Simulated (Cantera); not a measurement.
What does this Cantera script print?

```python
import numpy as np
import cantera as ct

gas = ct.Solution("gri30.yaml")
gas.TPX = 323, 12000, {'CH4': 1, 'C2H6': 0.08, 'O2': 1.63, 'N2': 6.84, 'CO2': 2.8}
flame = ct.FreeFlame(gas, width=0.18)
flame.set_refine_criteria(ratio=3, slope=0.08, curve=0.16)
flame.transport_model = "mixture-averaged"
flame.solve(loglevel=0, auto=True)
z, T = flame.grid, flame.T
thick = (T[-1] - T[0]) / np.gradient(T, z).max()
show = ['CH4', 'C2H6', 'O2', 'HCN', 'C2H4', 'CH2O']
print(f"laminar burning velocity  {flame.velocity[0] * 100:.3f} cm/s")
print(f"burnt temperature         {T[-1]:.1f} K")
print(f"thermal thickness         {thick * 1e3:.4f} mm")
print(f"grid points               {len(z)}")
z0 = z[flame.heat_release_rate.argmax()]
print(f"{'z/mm':>9s}{'T/K':>9s}{'u/(m/s)':>9s}" + "".join(f"{s:>11s}" for s in show))
rows = []
for k in (-3, -2, -1.5, -1, -0.5, -0.25, 0, 0.25, 0.5, 1, 2, 4, 8):
    zz = z0 + k * thick
    rows.append([k * thick, np.interp(zz, z, T), np.interp(zz, z, flame.velocity),
                 *(np.interp(zz, z, flame.X[gas.species_index(s)]) for s in show)])
    print(f"{rows[-1][0] * 1e3:9.3f}{rows[-1][1]:9.1f}{rows[-1][2]:9.3f}" + "".join(f"{x:11.3e}" for x in rows[-1][3:]))
```

Output:

```
laminar burning velocity  3.705 cm/s
burnt temperature         1464.0 K
thermal thickness         22.5541 mm
grid points               114
     z/mm      T/K  u/(m/s)        CH4       C2H6         O2        HCN       C2H4       CH2O
  -67.662    324.2    0.037  8.061e-02  6.461e-03  1.315e-01  3.477e-10  5.759e-07  2.138e-07
  -45.108    334.8    0.039  7.933e-02  6.423e-03  1.301e-01  5.701e-09  8.757e-06  3.430e-06
  -33.831    370.8    0.043  7.612e-02  6.315e-03  1.263e-01  3.383e-08  4.923e-05  2.002e-05
  -22.554    503.5    0.059  6.596e-02  5.787e-03  1.127e-01  1.909e-07  2.671e-04  1.113e-04
  -11.277    863.9    0.103  4.000e-02  3.498e-03  7.329e-02  8.418e-07  1.151e-03  4.574e-04
   -5.639   1134.0    0.136  2.047e-02  1.490e-03  4.148e-02  1.483e-06  1.589e-03  4.265e-04
    0.000   1379.0    0.167  3.452e-03  1.088e-04  1.072e-02  2.423e-06  4.797e-04  9.958e-05
    5.639   1444.5    0.175  9.112e-05  1.430e-07  9.327e-04  2.586e-06  3.918e-06  5.274e-06
   11.277   1450.2    0.176  2.338e-06  1.318e-10  9.833e-05  1.948e-06  2.195e-08  1.876e-07
   22.554   1454.0    0.176  3.177e-08  5.169e-14  2.684e-05  1.148e-06  6.221e-10  4.141e-09
   45.108   1458.2    0.177  4.474e-10  2.425e-16  1.318e-05  5.419e-07  8.811e-12  1.380e-10
   90.216   1461.8    0.177  5.299e-12  2.275e-18  4.675e-06  2.293e-07  8.596e-14  9.357e-11
  180.432   1464.0    0.177  1.684e-13  4.085e-20  1.531e-06  1.037e-07  1.563e-15  9.174e-11
```

Detailed kinetics in Cantera: GRI-Mech 3.0 (53 species, 325 reactions). Burning velocities carry a grid error of a few per cent, more on coarse grids.
